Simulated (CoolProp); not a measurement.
A Linde-Hampson liquefier for oxygen: isothermal reversible compression at 250 K from 1 atm to 40 MPa, throttling to 1 atm, return gas leaving the recuperator 0 K below the feed. Each further row changes one setting.

Model: reference Helmholtz-energy equation of state, Schmidt 1985, in CoolProp.

```json
[
 {"case": "as stated", "liquid yield per pass": "0.242", "compression work (kJ/kg of gas)": "369"},
 {"case": "high pressure 80 MPa", "liquid yield per pass": "0.231", "compression work (kJ/kg of gas)": "425"},
 {"case": "warm-end temperature 280 K", "liquid yield per pass": "0.185", "compression work (kJ/kg of gas)": "423"},
 {"case": "warm-end gap 5 K", "liquid yield per pass": "0.232", "compression work (kJ/kg of gas)": "369"}
]
```
